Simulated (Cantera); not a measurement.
Input: 1 mol Fe3O4, 0.18 mol HCl, 0.15 mol O2, equilibrated at 0.130 bar.

Points: T (K) = 723, 823, 923, 1023, 1123, 1223, 1323, 1423, 1523, 1623, 1723.

Cantera's Mixture.equilibrate('TP', solver="vcs", rtol=1e-11, max_steps=5000) on the NASA tables stopped like this:

```
*******************************************************************************
CanteraError thrown by VCS_SOLVE::solve_tp_inner:
vcs_solve_TP: ERROR on step change wt[26:Fe(OH)3(s)]: -3.469446951953614e-18 < 0.0
*******************************************************************************
```

Task: What got this run through?

Result: This is not unique; one that fits is The failure is numerical, not chemical. The same input converged with solver="gibbs", rtol=1e-10, max_steps=50000, and the result passed a check of the equilibrium conditions:
```
log10 of partial pressures in bar; condensed amounts in mol
       T/K       HCL        O2       H2O     FeCL2        CL     FeCL3       CL2    Fe2CL4        OH  FeCL2(s)  Fe2O3(s)  Fe3O4(s)
       723    -1.130   -20.212    -1.253    -5.355   -11.091    -5.894   -10.408    -6.766   -15.196   0.05412    0.9541    0.3459
       823    -0.940   -15.938    -1.825    -3.681    -8.720    -3.906    -7.833    -4.690   -12.991   0.01807    0.9183    0.3816
       923    -0.919   -12.589    -2.269    -2.652    -6.991    -2.761    -6.077    -3.623   -11.260         0    0.9025    0.3963
      1023    -0.934    -9.926    -2.132    -2.392    -5.884    -2.693    -5.239    -3.895    -9.627         0    0.9045    0.3941
      1123    -0.952    -7.764    -2.014    -2.200    -4.988    -2.673    -4.580    -4.158    -8.288         0    0.9073    0.3912
      1223    -0.972    -5.970    -1.916    -2.055    -4.247    -2.681    -4.047    -4.407    -7.172         0    0.9103    0.3881
      1323    -0.994    -4.454    -1.833    -1.946    -3.623    -2.708    -3.608    -4.644    -6.226         0    0.9125    0.3855
      1423    -1.020    -3.155    -1.765    -1.869    -3.093    -2.755    -3.246    -4.878    -5.416         0    0.9077    0.3878
      1523    -1.079    -2.030    -1.735    -1.848    -2.655    -2.865    -2.975    -5.174    -4.726         0    0.8265    0.4412
      1623    -1.347    -1.234    -1.904    -2.040    -2.436    -3.338    -3.072    -5.851    -4.268         0         0    0.9918
      1723    -1.397    -1.234    -1.836    -1.938    -2.341    -3.582    -3.352    -5.906    -3.929         0         0    0.9898
```

The gas is ideal and each condensed phase is pure. Mutual solubility and eutectic melting of coexisting phases are not modelled. Condensed phases not in the tables: FeOCl.
